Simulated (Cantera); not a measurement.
**Stirred combustor or abatement burner**

A perfectly stirred reactor is fed with CH4 : CO : O2 : N2 = 1 : 0.043 : 3.89 : 12.1 (molar parts), equivalence ratio 0.52, at 4.93 atm; it is adiabatic with a 525 K inlet, and is followed from long to short residence time, starting on the burning branch (τ in s: 0.024, 0.012, 0.0064, 0.0033, 0.0017, 0.00088, 0.00045, 0.00023, 0.00012, 6.2e-05, 3.2e-05, 1.6e-05, 8.4e-06).

Cantera simulation using GRI-Mech 3.0 (53 species, 325 reactions); the numbers are that mechanism's predictions, not measurements.

```csv
τ (s),T (K),x CH4,x CO,x O2,x H2O,x C2H2
0.024,1845,1.37e-5,0.000252,0.110,0.117,2.99e-9
0.012,1843,2.28e-5,0.000414,0.110,0.117,6.21e-9
0.0064,1840,3.54e-5,0.000647,0.110,0.117,1.09e-8
0.0033,1835,5.57e-5,0.00103,0.110,0.117,1.81e-8
0.0017,1828,8.78e-5,0.00166,0.110,0.116,2.85e-8
0.00088,1816,0.000139,0.00265,0.111,0.116,4.33e-8
0.00045,1799,0.000229,0.00430,0.112,0.115,6.64e-8
0.00023,1769,0.000400,0.00714,0.113,0.114,1.10e-7
0.00012,1715,0.000828,0.0126,0.117,0.112,2.55e-7
6.2e-5,525,0.0587,0.00252,0.228,<1e-12,<1e-12
3.2e-5,525,0.0587,0.00252,0.228,<1e-12,<1e-12
1.6e-5,525,0.0587,0.00252,0.228,<1e-12,<1e-12
8.4e-6,525,0.0587,0.00252,0.228,<1e-12,<1e-12
```
x: mole fraction; the columns are a selection and need not sum to one.
